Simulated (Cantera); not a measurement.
**Ignition delay**

Mixture: CH4 : O2 : N2 = 1 : 2.02 : 7.68 (molar parts), equivalence ratio 0.99, at 470000 Pa, adiabatic and at constant pressure. Ignition delay is the time to a rise of 400 K.

Cantera simulation using GRI-Mech 3.0 (53 species, 325 reactions); the numbers are that mechanism's predictions, not measurements.

```json
[
 {"T0 (K)": "1025", "delay (ms)": "130"},
 {"T0 (K)": "1125", "delay (ms)": "29.4"},
 {"T0 (K)": "1225", "delay (ms)": "7.78"},
 {"T0 (K)": "1325", "delay (ms)": "2.32"},
 {"T0 (K)": "1425", "delay (ms)": "0.767"},
 {"T0 (K)": "1525", "delay (ms)": "0.279"},
 {"T0 (K)": "1625", "delay (ms)": "0.112"},
 {"T0 (K)": "1725", "delay (ms)": "0.0503"}
]
```

```json
{
  "apparent activation energy between 1525 and 1725 K": "190 kJ/mol"
}
```
